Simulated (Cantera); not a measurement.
Equilibrium for silicon nitride deposition: SiHCl3 + N2 + H2

A closed system holds: 1 mol SiHCl3, a varied amount of N2, 1.5 mol H2, held at 900 °C and 13.3 mbar.

Method: chemical equilibrium by Gibbs-energy minimisation in Cantera with the NASA 1993 tables (ideal gas, pure condensed phases). Candidate condensed phases: NH4Cl, Si, Si3N4; 28 gas species. N2 is the only nitrogen source here; it is nearly inert below about 1500 K, so the nitride shown seldom forms there in practice. The tables' values for SiCl3 are old estimates; treat these amounts as uncertain. The numbers say what is thermodynamically allowed, not how fast it happens.

From 0.26 mol N2 to 18 mol N2 the condensed part is Si3N4(s). The main Si-bearing gas is SiCl4 throughout. The share of Si in condensed phases is highest at 18 mol N2 (86.1 %) and lowest at 0.26 mol N2 (39.0 %).

```tsv
n(N2) (mol)	log p N2	log p H2	log p HCl	log p SiCl4	log p SiCl3	log p SiHCl3	log p SiCl2	log p SiH2Cl2	n Si3N4(s)
0.26	-5.88	-2.13	-2.51	-2.63	-3.76	-3.88	-3.89	-6.03	0.130
0.42	-3.78	-2.24	-2.25	-2.77	-4.21	-4.39	-4.66	-6.91	0.190
0.67	-3.03	-2.33	-2.20	-2.88	-4.42	-4.65	-4.97	-7.31	0.216
1.1	-2.65	-2.42	-2.21	-2.99	-4.57	-4.84	-5.15	-7.57	0.231
1.7	-2.44	-2.51	-2.24	-3.10	-4.69	-5.00	-5.27	-7.79	0.242
2.7	-2.27	-2.62	-2.30	-3.24	-4.82	-5.19	-5.40	-8.03	0.251
4.4	-2.14	-2.76	-2.40	-3.41	-4.97	-5.41	-5.53	-8.30	0.261
7	-2.05	-2.92	-2.51	-3.61	-5.13	-5.65	-5.65	-8.59	0.270
11	-2.00	-3.10	-2.64	-3.82	-5.30	-5.91	-5.78	-8.89	0.278
18	-1.95	-3.30	-2.80	-4.08	-5.50	-6.21	-5.92	-9.24	0.287
```
log p: log10 of the partial pressure in bar; n: condensed amount in mol.
